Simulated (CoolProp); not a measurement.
The fluid at 787.34 K and 68.1 MPa expands adiabatically to 14.6 MPa with isentropic efficiency 0.8. The same conditions are run with several fluids, on thermodynamics alone (safety and materials aside).

Model: reference Helmholtz-energy equation of state of each fluid (water: Wagner 2002; normal hydrogen: Leachman 2009; carbon dioxide: Span 1996; nitrogen: Span 2000; dry air: Lemmon 2000), in CoolProp. Blends and air are pseudo-pure fits.

| fluid | work (kJ/kg) | final temperature (K) | final phase | final density (kg/m³) |
|---|---|---|---|---|
| water | (withheld) | 613.1 | (withheld) | (withheld) |
| normal hydrogen | (withheld) | (withheld) | supercritical | 5.88 |
| carbon dioxide | 168 | 626.3 | supercritical | 125 |
| nitrogen | 275 | 576.0 | supercritical | 80.0 |
| dry air | (withheld) | (withheld) | supercritical | 83.1 |

**Question.** Some entries are withheld; supply them.

**Answer.** 
- water, work (kJ/kg): 171
- water, final phase: two-phase, vapour fraction 0.794
- water, final density (kg/m³): 112
- normal hydrogen, work (kJ/kg): 3600
- normal hydrogen, final temperature (K): 572.8
- dry air, work (kJ/kg): 263
- dry air, final temperature (K): 576.9
